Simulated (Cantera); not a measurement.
A closed system holds: 1 mol toluene, 1.1 mol O2, 0.052 mol H2O, equilibrated at 2673 K and 1.00 bar.

Cantera equilibrium calculation (NASA polynomials, part measured and part estimated; ideal gas, pure solids and liquids). The numbers say what is thermodynamically allowed, not how fast it happens.

```json
[
 {"species": "H2O", "before": "3.41e-6", "after": "0.441"},
 {"species": "CH4", "before": "4.13e-5", "after": "0.305"},
 {"species": "H2", "before": "0.597", "after": "0.141"},
 {"species": "CO", "before": "0.350", "after": "0.00287"},
 {"species": "H", "before": "0.0396", "after": "<1e-9"},
 {"species": "C2H2 (acetylene)", "before": "0.0128", "after": "<1e-9"},
 {"species": "CO2", "before": "3.00e-7", "after": "0.110"},
 {"species": "C4H2", "before": "0.000113", "after": "<1e-9"},
 {"species": "C2H", "before": "8.56e-5", "after": "<1e-9"},
 {"species": "CH3", "before": "4.72e-5", "after": "<1e-9"},
 {"species": "C2H2 (vinylidene)", "before": "1.72e-5", "after": "<1e-9"},
 {"species": "C(graphite), mol", "before": "4.58", "after": "5.58"}
]
```
Gas species are given as mole fractions.

Task: What was changed between the two runs?
A) temperature from 2673 K to 1625 K
B) temperature from 2673 K to 673 K
C) pressure from 1.00 bar to 53.0 mbar
D) temperature from 2673 K to 1750 K

Result: B, temperature from 2673 K to 673 K
